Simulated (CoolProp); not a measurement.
20 sccm (0 °C, 1 atm) of nitrogen bubbles through liquid octamethyltrisiloxane (MDM) at 353.6 K and leaves saturated at a total pressure of 0.15 MPa (ideal gas phase). Each further row changes one setting.

Computed with CoolProp (reference Helmholtz-energy equation of state, Thol 2017).

```csv
case,vapour pressure (kPa),mole fraction of vapour,delivery (mg/min),delivery (sccm),change of delivery for a bath 1 K warmer (%)
as stated,9.26,0.0617,13.9,1.32,4.6
bath temperature 358.6 K,11.4,___,17.3,___,4.5
total pressure 0.3 MPa,9.26,___,___,0.637,___
```

**Question.** Complete the blanks.

**Answer.** 
- bath temperature 358.6 K, mole fraction of vapour: 0.0759
- bath temperature 358.6 K, delivery (sccm): 1.64
- total pressure 0.3 MPa, mole fraction of vapour: 0.0309
- total pressure 0.3 MPa, delivery (mg/min): 6.72
- total pressure 0.3 MPa, change of delivery for a bath 1 K warmer (%): 4.4
